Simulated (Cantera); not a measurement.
Mixture: CO : H2 : CH4 : O2 : N2 = 1 : 1.3 : 0.13 : 0.783 : 2.95 (molar parts), at 2200000 Pa, adiabatic and at constant pressure. Ignition delay is the time to a rise of 400 K.

Detailed kinetics in Cantera: GRI-Mech 3.0 (53 species, 325 reactions). The pressure lies above the range GRI-Mech 3.0 was tuned for (to about 10 atm). Below about 1000 K GRI-Mech 3.0 lacks low-temperature oxidation paths.

Problem. Predict: delay at 950 K; delay at 1100 K; delay at 1250 K; delay at 1400 K; delay at 1550 K; apparent activation energy between 1475 and 1625 K.

Solution. 
```json
{
  "delay at 950 K": "9.05 ms",
  "delay at 1100 K": "0.370 ms",
  "delay at 1250 K": "25.8 µs",
  "delay at 1400 K": "3.77 µs",
  "delay at 1550 K": "1.31 µs",
  "apparent activation energy between 1475 and 1625 K": "110 kJ/mol"
}
```
